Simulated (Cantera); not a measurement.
Input: 1 mol c-C4F8, 4.9 mol H2, held at 10.0 Torr.

These are equilibrium values from Cantera (NASA tables, ideal gas, pure condensed phases), not measurements of a reactor. Candidate condensed phases: C, C6H6, C7H8, C8H18; 95 gas species. The feed counts by its element totals alone. Equilibrium is a limit: real reactors are often held back by kinetics, nucleation or transport.

**Question.** At 1850 °C, list the 5 most abundant gas species with their mole fractions, and the condensed phases.

**Answer.** HF 0.894, H2 0.0957, H 0.00961, C2H2 (acetylene) 0.000158, F 5.91e-5. Condensed: C(graphite).
